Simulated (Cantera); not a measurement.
Input (Python, Cantera) and output of one run.

```python
import numpy as np
import cantera as ct

gas_names = [...]  # 87 gases of nasa_gas.yaml made of C, H, Si
cond_names = """
    C(gr) C6H6(L) C7H8(L) C8H18(L),n-octa Si(cr) Si(L) SiC(b)
""".split()


# ... load() reads the species with a 1 bar reference pressure and builds the phases ...
atoms = {
    'SiH4': {'Si': 1, 'H': 4},
    'C3H8': {'C': 3, 'H': 8},
    'H2': {'H': 2},
}
top_T = {'C(gr)': 4500, 'SiC(b)': 3050}  # K; cautious upper limits of use, not melting points


# ... equilibrate(T, P, feed) seeds the gas with the atoms and calls Mixture.equilibrate('TP', solver="vcs", rtol=1e-11, max_steps=5000) ...
results = []
feed = {'SiH4': 1, 'C3H8': 0.027, 'H2': 12}  # mol
P = 1333.22  # Pa
for T in [900, 1000, 1100, 1200, 1300, 1400, 1500, 1600, 1700, 1800, 1900, 2000]:
    mix = equilibrate(T, P, feed)
    results.append((T, P, feed, dict(zip(mix.species_names, mix.species_moles))))

top = {s: max(r[3][s] / sum(r[3][g] for g in gas_names) for r in results) for s in gas_names}
cols = sorted((s for s in top if top[s] > 1e-05), key=lambda s: -top[s])[:8]
seen = [c for c in cond_names if any(r[3].get(c, 0) > 1e-12 for r in results)]
print("log10 of partial pressures in bar; condensed amounts in mol")
print(f"{'T/K':>10s}" + "".join(f"{s[:9]:>10s}" for s in cols + seen))
for T, P, feed, n in results:
    ng = sum(n[g] for g in gas_names)
    print(f"{T:10.4g}" + "".join(f"{np.log10(max(n[s] / ng * P / 1e5, 1e-99)):10.3f}" for s in cols)
          + "".join(f"{n.get(c, 0):10.4g}" for c in seen))
```

Result:

```
log10 of partial pressures in bar; condensed amounts in mol
       T/K        H2         H        Si       SiH      SiH2      Si2C       Si2    Si(cr)     Si(L)    SiC(b)
       900    -1.875   -10.870   -18.352   -17.005   -13.305   -24.684   -24.387     0.919         0   0.08099
      1000    -1.875    -9.582   -15.751   -14.846   -11.903   -21.192   -20.996     0.919         0   0.08099
      1100    -1.875    -8.525   -13.626   -13.084   -10.756   -18.342   -18.226     0.919         0   0.08099
      1200    -1.875    -7.642   -11.858   -11.619    -9.800   -15.974   -15.921     0.919         0   0.08099
      1300    -1.875    -6.894   -10.364   -10.382    -8.992   -13.976   -13.975     0.919         0     0.081
      1400    -1.875    -6.251    -9.085    -9.324    -8.299   -12.269   -12.311     0.919         0     0.081
      1500    -1.875    -5.692    -7.978    -8.409    -7.700   -10.795   -10.871     0.919         0     0.081
      1600    -1.875    -5.202    -7.011    -7.610    -7.176    -9.509    -9.614    0.9188         0     0.081
      1700    -1.876    -4.770    -6.168    -6.917    -6.724    -8.388    -8.527         0    0.9179   0.08099
      1800    -1.877    -4.384    -5.498    -6.379    -6.400    -7.472    -7.717         0    0.9147   0.08096
      1900    -1.879    -4.040    -4.899    -5.900    -6.113    -6.655    -6.994         0    0.9029   0.08074
      2000    -1.883    -3.730    -4.361    -5.471    -5.857    -5.923    -6.345         0    0.8649   0.07964
```

Equilibrium computed with Cantera from the NASA thermochemical tables; the gas is ideal and each condensed phase is pure. Mutual solubility and eutectic melting of coexisting phases are not modelled. Gases not in the tables: Si2H6 and higher silanes.
